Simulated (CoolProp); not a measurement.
Saturation properties of n-undecane.

Model: reference Helmholtz-energy equation of state, Aleksandrov 2011, in CoolProp. It is a short technical equation, of lower accuracy than the large ones.

```tsv
T (°C)	p (kPa)	liquid density (kg/m³)	enthalpy of vaporisation (kJ/kg)	vapour Z	surface tension (mN/m)
37.05	0.1386	727.2	354.1	0.9993	23.1
70.85	1.084	701.5	335.3	0.9971	20.0
104.65	5.398	675.4	317.0	0.9909	17.1
138.45	19.39	648.5	298.6	0.9778	14.2
172.15	54.64	620.3	279.4	0.9548	11.5
205.95	129.2	590.0	258.6	0.9185	8.92
239.75	266.9	556.5	235.2	0.8657	6.52
273.45	497.0	518.3	207.7	0.7922	4.32
307.25	859.3	471.5	172.7	0.6894	2.36
341.05	1409	404.8	121.0	0.5340	0.755
```

It boils at 195.8 °C under 1 atm.

Surface tension comes from a separate correlation (Mulero 2014).
